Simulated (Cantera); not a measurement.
A diamond (100) surface in a fixed gas of H2 with x(CH4) = 0.0031, x(H) = 0.0023, x(CH3) = 0.00015, 0.130 bar; coverages are run to steady state.

Model: the Harris–Goodwin 1993 mechanism for the reconstructed diamond (100) surface, integrated in Cantera.

θ: site fractions in the mechanism's names (c6HH fully hydrogenated, c6H* and c6*H radical sites, c6** diradical, c6HM methylated).

| T (K) | growth (µm/h) | θ c6HH | θ c6H* | θ c6*H | θ c6** | θ c6HM |
|---|---|---|---|---|---|---|
| 950 | ? | 0.610 | 0.0134 | 0.317 | 0.00614 | 0.0409 |
| 1000 | ? | 0.572 | 0.0175 | 0.357 | 0.00893 | 0.0324 |
| 1050 | 11.0 | 0.536 | 0.0221 | 0.394 | 0.0124 | 0.0248 |
| 1100 | 11.2 | 0.503 | 0.0270 | 0.427 | 0.0165 | 0.0173 |
| 1150 | ? | 0.473 | 0.0323 | 0.457 | 0.0213 | 0.0102 |
| 1200 | ? | 0.446 | 0.0377 | 0.482 | 0.0264 | 0.00491 |
| 1250 | ? | 0.420 | 0.0430 | 0.500 | 0.0318 | 0.00208 |
| 1300 | ? | 0.398 | 0.0482 | 0.514 | 0.0370 | 0.000828 |
| 1350 | 3.51 | 0.379 | 0.0532 | 0.524 | 0.0421 | 0.000326 |
| 1400 | 3.25 | 0.363 | 0.0580 | 0.531 | 0.0468 | 0.000129 |

Question: Some entries are withheld; supply them.

Answer: 
- 950, growth (µm/h): 7.52
- 1000, growth (µm/h): 9.43
- 1150, growth (µm/h): 9.64
- 1200, growth (µm/h): 7.02
- 1250, growth (µm/h): 4.95
- 1300, growth (µm/h): 3.90
